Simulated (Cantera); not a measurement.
A perfectly stirred reactor is fed with CH₄ : O₂ : N₂ : H₂O = 1 : 2.04 : 7.67 : 0.72 (molar parts), equivalence ratio 0.98, at 8.50 bar; it is adiabatic with a 448 K inlet, and is followed from long to short residence time, starting on the burning branch (τ in s: 0.16, 0.066, 0.027, 0.011, 0.0046, 0.0019, 0.00078, 0.00032, 0.00013, 5.5e-05, 2.2e-05, 9.2e-06, 3.8e-06).

Model: GRI-Mech 3.0 (53 species, 325 reactions), integrated in Cantera.

One state of this run: T (K) = 2212; x CH₄ = 1.92e-5; x O₂ = 0.00654; x H₂O = 0.233; x N₂O = 3.77e-7; x C₂H = 9.92e-11; x O = 0.000133; x CO₂ = 0.0820. x: mole fraction; the columns are a selection and need not sum to one.

Question: Which value of τ (s) does it belong to?
(A) 0.0046
(B) 0.16
(C) 0.00013
(D) 0.0019

Answer: A, 0.0046
